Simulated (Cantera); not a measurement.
Cantera with NASA thermochemical tables; ideal gases at 1 bar, condensed phases pure. Values are per mole of reaction as written; species without (g) are pure solids or liquids, kept so even where they would boil at 1 bar.

Q: Between 300 and 1400 K, where is each reaction favourable under standard conditions?
- 6 Na(g) + 3 H2S(g) + 2 N(g) ⇌ 3 Na2S + 2 NH3(g)
- H2S(g) + 2 Na ⇌ 2 H(g) + Na2S

A: 
- 6 Na(g) + 3 H2S(g) + 2 N(g) ⇌ 3 Na2S + 2 NH3(g): ΔG° is -2366 kJ at 300 K and -1154 kJ at 1400 K; it stays negative (K > 1). ΔH° is -2577 kJ and ΔS° -1016 J/K at 1400 K.
- H2S(g) + 2 Na ⇌ 2 H(g) + Na2S: ΔG° is 85 kJ at 300 K and 47 kJ at 1400 K; it stays positive (K < 1). ΔH° is 136 kJ and ΔS° 64 J/K at 1400 K.
